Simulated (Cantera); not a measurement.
Input: 1 mol CH₃F, 1.1 mol F₂, equilibrated at 1673 K and 1.00 Torr.

Method: chemical equilibrium by Gibbs-energy minimisation in Cantera with the NASA 1993 tables (ideal gas, pure condensed phases). Candidate condensed phases: C, C₆H₆, C₇H₈, C₈H₁₈; 95 gas species. Gases not in the tables: C₂F₆ and larger saturated fluorocarbons. Kinetics and transport are ignored.

Base state: HF 0.982, CF₄ 0.0153, CF₂ 0.00146, F 0.00137, CF₃ 4.66e-5 (mole fractions); condensed: C(graphite).

Question: What changes in the equilibrium state with this change: F₂ from 1.1 to 1.5 mol?

Answer: 
```json
[
 {"species": "HF", "before": "0.982", "after": "0.920"},
 {"species": "CF₄", "before": "0.0153", "after": "0.0744"},
 {"species": "CF₂", "before": "0.00146", "after": "0.00322"},
 {"species": "CF₃", "before": "4.66e-5", "after": "0.000153"},
 {"species": "F", "before": "0.00137", "after": "0.00204"},
 {"species": "C(graphite), mol", "before": "0.949", "after": "0.746"}
]
```
